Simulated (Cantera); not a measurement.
A perfectly stirred reactor is fed with H2 : O2 : N2 = 0.11 : 1 : 0.22 (molar parts), equivalence ratio 0.055, at 10.00 Torr; it is held at 1075 K, and followed from long to short residence time.

Model: the H2/O2 subset of GRI-Mech 3.0, which has no nitrogen chemistry, integrated in Cantera. Radical loss at walls, strong at low pressure, is not modelled. The temperature is held fixed by assumption; the heat of reaction is taken as removed at once.

x: mole fraction; the columns are a selection and need not sum to one.

```csv
τ (s),x H2,x O2,x HO2,x H2O2,x H2O,x O,x OH
0.70,0.000544,0.739,3.65e-6,1.59e-7,0.0849,0.00248,0.000896
0.39,0.000767,0.737,4.20e-6,1.70e-7,0.0843,0.00355,0.00110
0.21,0.00110,0.736,4.78e-6,1.80e-7,0.0834,0.00513,0.00136
0.12,0.00152,0.734,5.26e-6,1.88e-7,0.0822,0.00705,0.00165
0.066,[?],0.731,5.72e-6,1.95e-7,0.0804,[?],[?]
0.036,[?],0.727,6.07e-6,2.01e-7,0.0777,[?],[?]
0.020,0.00431,0.723,6.31e-6,2.08e-7,0.0742,0.0163,0.00292
0.011,0.00613,0.719,6.42e-6,2.19e-7,0.0696,0.0195,0.00343
0.0062,0.00872,0.717,6.42e-6,2.36e-7,0.0644,0.0215,0.00393
0.0034,0.0128,0.716,6.33e-6,2.61e-7,0.0581,0.0219,0.00442
0.0019,0.0190,0.717,6.13e-6,2.91e-7,0.0509,0.0205,0.00480
```

Task: What belongs in the gaps?

Result: 
- 0.066, x H2: 0.00215
- 0.066, x O: 0.00969
- 0.066, x OH: 0.00202
- 0.036, x H2: 0.00306
- 0.036, x O: 0.0129
- 0.036, x OH: 0.00245
